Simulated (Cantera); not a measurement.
What does this Cantera script print?

```python
import numpy as np
import cantera as ct

gas_names = """
    H HO2 H2 H2O H2O2 O OH O2 O3 Pb PbO Pb2
""".split()
cond_names = """
    H2O(s) H2O(L) Pb(cr) Pb(L) PbO(rd) PbO(yw) PbO(L) PbO2(s) Pb3O4(s)
""".split()


def load(file, names, dense=False):
    # The tables refer to 1 bar. Condensed volumes are neglected.
    table = {s.name: s for s in ct.Species.list_from_file(file)}
    out = []
    for n in names:
        d = dict(table[n].input_data)
        d["thermo"] = dict(d["thermo"], **{"reference-pressure": 1e5})
        if dense:
            d["equation-of-state"] = {"model": "constant-volume", "density": "1e6 g/cm^3"}
        out.append(ct.Species.from_dict(d))
    return out


gas = ct.Solution(thermo="ideal-gas", species=load("nasa_gas.yaml", gas_names))
cond = {s.name: ct.Solution(thermo="fixed-stoichiometry", species=[s], name=s.name)
        for s in load("nasa_condensed.yaml", cond_names, dense=True)}
atoms = {
    'PbO': {'Pb': 1, 'O': 1},
    'H2': {'H': 2},
}
top_T = {'Pb3O4(s)': 820}  # K; cautious upper limits of use, not melting points


def equilibrate(T, P, feed):
    n = {}
    for name, mol in feed.items():
        for a, k in atoms[name].items():
            n[a] = n.get(a, 0.0) + k * mol
    gas.TPX = T, P, n
    mass = sum(n.values()) * gas.mean_molecular_weight
    gas.equilibrate("TP")
    valid = [c for c in cond.values() if c.min_temp <= T <= top_T.get(c.name, c.max_temp)]
    mix = ct.Mixture([(gas, mass / gas.mean_molecular_weight)] + [(c, 0.0) for c in valid])
    mix.T, mix.P = T, P
    mix.equilibrate("TP", solver="vcs", rtol=1e-11, max_steps=5000)
    return mix


results = []
T = 1448.15  # K
P = 85000  # Pa
for m in [24, 39, 53, 68, 83, 98, 110, 130, 140, 160, 170]:
    feed = {'PbO': 1, 'H2': m}  # mol
    mix = equilibrate(T, P, feed)
    results.append((T, P, feed, dict(zip(mix.species_names, mix.species_moles))))

top = {s: max(r[3][s] / sum(r[3][g] for g in gas_names) for r in results) for s in gas_names}
cols = sorted((s for s in top if top[s] > 1e-06), key=lambda s: -top[s])[:9]
seen = [c for c in cond_names if any(r[3].get(c, 0) > 1e-12 for r in results)]
print("log10 of partial pressures in bar; condensed amounts in mol")
print(f"{'n(H2)':>10s}" + "".join(f"{s[:9]:>10s}" for s in cols + seen))
for T, P, feed, n in results:
    ng = sum(n[g] for g in gas_names)
    print(f"{feed['H2']:10.4g}" + "".join(f"{np.log10(max(n[s] / ng * P / 1e5, 1e-99)):10.3f}" for s in cols)
          + "".join(f"{n.get(c, 0):10.4g}" for c in seen))
```

Result:

```
log10 of partial pressures in bar; condensed amounts in mol
     n(H2)        H2       H2O        Pb         H       Pb2     Pb(L)
        24    -0.097    -1.458    -1.835    -5.083    -5.362    0.5798
        39    -0.089    -1.669    -1.835    -5.079    -5.362    0.3172
        53    -0.086    -1.802    -1.835    -5.078    -5.362   0.07211
        68    -0.083    -1.909    -1.910    -5.076    -5.511         0
        83    -0.081    -1.995    -1.995    -5.075    -5.681         0
        98    -0.079    -2.066    -2.066    -5.074    -5.824         0
       110    -0.078    -2.116    -2.116    -5.074    -5.923         0
       130    -0.077    -2.188    -2.188    -5.073    -6.067         0
       140    -0.077    -2.220    -2.220    -5.073    -6.131         0
       160    -0.076    -2.277    -2.278    -5.073    -6.246         0
       170    -0.076    -2.304    -2.304    -5.072    -6.299         0
```

These are equilibrium values from Cantera (NASA tables, ideal gas, pure condensed phases), not measurements of a reactor.
